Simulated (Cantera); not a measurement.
Input: 1 mol CH3F, 1.1 mol F2, at 1400 °C and 0.00133 bar.

Method: chemical equilibrium by Gibbs-energy minimisation in Cantera with the NASA 1993 tables (ideal gas, pure condensed phases). Candidate condensed phases: C, C6H6, C7H8, C8H18; 95 gas species. Gases not in the tables: C2F6 and larger saturated fluorocarbons. Kinetics and transport are ignored.

Base state: HF 0.982, CF4 0.0153, CF2 0.00146, F 0.00137, CF3 4.66e-5 (mole fractions); condensed: C(graphite).

Problem. What changes in the equilibrium state with this change: F2 from 1.1 to 0.011 mol?

Solution. 
```csv
species,before,after
HF,0.982,0.508
H2,3.52e-8,0.490
H,5.85e-7,0.00218
CF4,0.0153,<1e-9
CF2,0.00146,<1e-9
CF3,4.66e-5,<1e-9
C2H2 (acetylene),<1e-9,2.79e-5
"C(graphite), mol",0.949,1.000
```
